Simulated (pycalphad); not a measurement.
Computed with pycalphad from the COST 507 light-alloy database (1999), at 1 atm. The data set is of 1999 and partly superseded. Amounts are mole fractions of atoms. Diffusion is slow at the low end, where real alloys seldom reach equilibrium.

Question: Give the equilibrium state of Ti-4.16C (at.%) at 1377 °C.

Answer: 
```
T = 1650.00 K, P = 101325 Pa, N = 1 mol of atoms
G = -101389 J/mol, H = 36221 J/mol, S = 83.40 J/(mol K)  (SER reference)
chemical potentials (J/mol): Ti -95028, C -247940
phase             fraction      x(Ti)       x(C)
BCC_A2              0.9193     0.9835     0.0165
FCC_A1              0.0807     0.6729     0.3271
```

Question: Give the equilibrium state of Ti-4.16C (at.%) at 777 °C.

Answer: HCP_A3, fraction 0.907, with 1.0 C at.%; FCC_A1, fraction 0.093, with 35.1 C at.%.

FCC_A1 is fcc; BCC_A2 is bcc; HCP_A3 is hcp. The fcc model also describes the rock-salt carbide or nitride (TiC, TiN, HfC).
